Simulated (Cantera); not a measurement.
An isothermal, constant-pressure homogeneous reactor starts with 4.76 % H₂, 95.2 % O₂, at 1100 K and 0.0200 bar.

Computed with Cantera and GRI-Mech 3.0 (53 species, 325 reactions). Radical loss at walls, strong at low pressure, is not modelled. The temperature is held fixed by assumption; the heat of reaction is taken as removed at once.

x: mole fraction; the columns are a selection and need not sum to one.

```csv
t (s),x H₂,x O₂,x H₂O₂,x O,x H
6.00e-6,0.0476,0.952,<1e-12,2.83e-12,4.48e-11
1.79e-5,0.0476,0.952,<1e-12,2.30e-11,1.21e-10
5.34e-5,0.0476,0.952,<1e-12,1.70e-10,3.03e-10
0.000159,0.0476,0.952,<1e-12,1.22e-9,9.39e-10
0.000475,0.0476,0.952,2.06e-12,1.85e-8,9.79e-9
0.00142,0.0476,0.952,7.01e-11,1.24e-5,6.36e-6
0.00423,0.00134,0.923,(withheld),0.0240,0.00843
0.0126,0.000436,0.936,1.37e-7,0.0133,0.00273
0.0377,0.000112,0.947,1.29e-7,0.00341,0.000344
0.112,1.59e-5,0.951,(withheld),0.000497,1.90e-5
0.335,2.04e-6,0.951,(withheld),6.66e-5,9.36e-7
1.00,3.19e-7,0.951,(withheld),1.09e-5,6.20e-8
```

**Question.** Complete the blanks.

**Answer.** 
- 0.00423, x H₂O₂: 1.86e-7
- 0.112, x H₂O₂: 8.68e-8
- 0.335, x H₂O₂: 3.92e-8
- 1.00, x H₂O₂: 1.39e-8
